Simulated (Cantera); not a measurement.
Ignition delay

Mixture: 28.0 % H2, 12.7 % O2, 49.5 % N2, 9.79 % H2O, equivalence ratio 1.1, at 1.01 bar, adiabatic and at constant pressure. Ignition delay is the time to a rise of 400 K.

Model: the H2/O2 subset of GRI-Mech 3.0, which has no nitrogen chemistry, integrated in Cantera. Below about 950 K walls govern HO2 and H2O2 in real vessels. Where the delays flatten at high temperature, the 400 K rule measures the pace of heat release, not the induction time.

| T0 (K) | delay (ms) |
|---|---|
| 900 | 423 |
| 1000 | 8.88 |
| 1100 | 0.140 |
| 1200 | 0.0586 |
| 1300 | 0.0353 |
| 1400 | 0.0252 |
| 1500 | 0.0203 |
| 1600 | 0.0181 |
| 1700 | 0.0175 |
| 1800 | 0.0179 |
